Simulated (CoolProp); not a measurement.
Vapour-liquid equilibrium of R13 (1) + propylene (2) at -11.95 °C; x and y are mole fractions of (1).

The numbers come from the multi-fluid Helmholtz-energy mixture model, Platzer 1990 and Lemmon 2013; pair parameters Bell 2016 in CoolProp. This equation is an older, rougher fit; its heat capacities, sound speeds and derivatives of the liquid may be far off and weren't checked against measurements.

**Question.** Give the bubble pressure and the first vapour's composition at x = 0.05, 0.35, 0.95. Is there an azeotrope?

**Answer.** x = 0.05: 4.919 bar, y = 0.204; x = 0.35: 8.946 bar, y = 0.646; x = 0.95: 13.99 bar, y = 0.969. No azeotrope shows between x = 0.05 and 0.95.

Pair parameters are fitted to limited data, so mixtures are less certain than the pure fluids.
